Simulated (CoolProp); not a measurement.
R227EA along the isobar 10.2 MPa: Z from the reference equation and from simpler models built on Tc = 374.9 K, pc = 2.925 MPa, ω = 0.358; each cubic takes its own stable root.

Values from CoolProp's reference Helmholtz-energy equation of state, Lemmon 2016.

```csv
T (K),phase,reference,Redlich-Kwong,Soave-Redlich-Kwong,Peng-Robinson
235,liquid,0.5394,0.6017,…,0.5176
251,liquid,0.5199,0.5793,0.5591,0.4970
267.1,liquid,0.5040,0.5611,0.5408,0.4806
283.1,liquid,0.4914,0.5470,0.5270,…
299.1,liquid,0.4819,0.5363,0.5173,0.4596
315.1,liquid,0.4754,0.5290,0.5115,0.4548
331.2,liquid,0.4720,0.5249,0.5100,0.4541
347.2,liquid,0.4721,0.5242,0.5130,0.4577
363.2,liquid,0.4761,0.5268,0.5212,0.4666
379.2,supercritical,0.4848,0.5329,0.5354,0.4815
395.2,supercritical,0.4994,0.5429,0.5564,0.5035
411.3,supercritical,0.5216,0.5571,0.5854,0.5336
427.3,supercritical,0.5522,0.5754,0.6217,0.5712
443.3,supercritical,…,0.5976,0.6637,0.6143
```

Task: Some entries are withheld; supply them.

Result: 
- 235, Soave-Redlich-Kwong: 0.5818
- 283.1, Peng-Robinson: 0.4682
- 443.3, reference: 0.5911
